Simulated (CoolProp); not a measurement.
The numbers come from the reference Helmholtz-energy equation of state, Leachman 2009 in CoolProp.

**Question.** Give the vapour pressure (kPa), liquid cp (kJ/(kg K)), liquid viscosity (µPa s) of saturated normal hydrogen at 23.4, 28.4, 30.9 K.

**Answer.** 
```tsv
T (K)	p (kPa)	liquid cp (kJ/(kg K))	liquid viscosity (µPa s)
23.4	225	11.8	10.6
28.4	615	19.0	7.32
30.9	927	32.6	5.82
```

Viscosity comes from a separate model (Muzny 2013).
